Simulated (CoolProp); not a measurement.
Model: reference Helmholtz-energy equation of state, Gao 2016, in CoolProp.

Question: For sulfur dioxide, give the phase and the Z, cv (kJ/(kg K)), expansivity (1/kK) at 353.3 K and 35 MPa; 374.8 K and 35 MPa; 396.3 K and 35 MPa.

Answer: 
- 353.3 K and 35 MPa: liquid; Z 0.588, cv 0.780, expansivity 1.90
- 374.8 K and 35 MPa: liquid; Z 0.578, cv 0.771, expansivity 2.07
- 396.3 K and 35 MPa: liquid; Z 0.573, cv 0.763, expansivity 2.28
